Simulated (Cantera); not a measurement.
What does this Cantera script print?

```python
import numpy as np
import cantera as ct

gas = ct.Solution("gri30.yaml", transport_model="mixture-averaged")
show = ['CO2', 'O', 'H']

rows = []
print(f"{'T/K':>7s}{'rho':>11s}{'cp':>10s}{'mu':>11s}{'lambda':>11s}{'Pr':>7s}" + "".join(f"{'D_' + s:>11s}" for s in show))
for T in [400, 500, 600, 700, 800, 900, 1000]:
    gas.TPX = T, 4600, {'N2': 0.35, 'NH3': 0.46, 'H2': 0.45}
    Pr = gas.cp_mass * gas.viscosity / gas.thermal_conductivity
    D = [gas.mix_diff_coeffs_mole[gas.species_index(s)] for s in show]
    rows.append([gas.density, gas.cp_mass, gas.viscosity, gas.thermal_conductivity, Pr, *D])
    print(f"{T:7g}{gas.density:11.4e}{gas.cp_mass:10.1f}{gas.viscosity:11.4e}"
          f"{gas.thermal_conductivity:11.4e}{Pr:7.3f}" + "".join(f"{d:11.4e}" for d in D))
print("SI units: kg/m3, J/kg/K, Pa s, W/m/K, m2/s")
```

Output:

```
    T/K        rho        cp         mu     lambda     Pr      D_CO2        D_O        D_H
    400 2.0359e-02    2222.3 1.7536e-05 8.0910e-02  0.482 8.2480e-04 1.6581e-03 5.3204e-03
    500 1.6287e-02    2311.7 2.1130e-05 9.8101e-02  0.498 1.2463e-03 2.4509e-03 7.9252e-03
    600 1.3573e-02    2402.1 2.4524e-05 1.1515e-01  0.512 1.7346e-03 3.3576e-03 1.0916e-02
    700 1.1634e-02    2492.6 2.7740e-05 1.3217e-01  0.523 2.2841e-03 4.3705e-03 1.4263e-02
    800 1.0179e-02    2582.2 3.0798e-05 1.4918e-01  0.533 2.8908e-03 5.4834e-03 1.7946e-02
    900 9.0483e-03    2669.4 3.3717e-05 1.6615e-01  0.542 3.5513e-03 6.6912e-03 2.1946e-02
   1000 8.1435e-03    2752.2 3.6514e-05 1.8306e-01  0.549 4.2629e-03 7.9901e-03 2.6249e-02
SI units: kg/m3, J/kg/K, Pa s, W/m/K, m2/s
```

Detailed kinetics in Cantera: GRI-Mech 3.0 (53 species, 325 reactions). Polar gases are described roughly by these parameters.
